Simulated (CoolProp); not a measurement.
Model: reference Helmholtz-energy equation of state, Thol 2022, in CoolProp.

Q: Give the vapour pressure (kPa), enthalpy of vaporisation (kJ/kg), liquid cp (kJ/(kg K)), vapour Z of saturated vinyl chloride at 24.25, 33.95, 46.05 °C.

A: 
```json
[
 {"T (°C)": "24.25", "p (kPa)": "386", "enthalpy of vaporisation (kJ/kg)": "323", "liquid cp (kJ/(kg K))": "1.53", "vapour Z": "0.925"},
 {"T (°C)": "33.95", "p (kPa)": "512", "enthalpy of vaporisation (kJ/kg)": "314", "liquid cp (kJ/(kg K))": "1.55", "vapour Z": "0.909"},
 {"T (°C)": "46.05", "p (kPa)": "708", "enthalpy of vaporisation (kJ/kg)": "302", "liquid cp (kJ/(kg K))": "1.58", "vapour Z": "0.886"}
]
```
